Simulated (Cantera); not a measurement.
Input: 1 mol Si, 1.1 mol Cl₂, 15 mol H₂, equilibrated at 1250 K and 320000 Pa.

Equilibrium computed with Cantera from the NASA thermochemical tables; the gas is ideal and each condensed phase is pure. Candidate condensed phases: Si; 19 gas species. The tables' values for SiCl₃ are old estimates; treat these amounts as uncertain. Kinetics and transport are ignored.

Base state: H₂ 0.937, HCl 0.0284, SiHCl₃ 0.0152, SiCl₄ 0.0129, SiH₂Cl₂ 0.00243, SiCl₂ 0.00216, SiCl₃ 0.00198, SiH₃Cl 0.000108 (mole fractions); condensed: Si(s).

Question: What changes in the equilibrium state with this change: temperature from 1250 K to 548.15 K?

Answer: 
```csv
species,before,after
H₂,0.937,0.958
SiHCl₃,0.0152,0.0244
SiCl₄,0.0129,0.0166
HCl,0.0284,4.68e-6
SiCl₂,0.00216,<1e-9
SiCl₃,0.00198,5.77e-9
SiH₃Cl,0.000108,1.70e-5
SiH₂Cl₂,0.00243,0.00150
"Si(s), mol",0.457,0.344
```
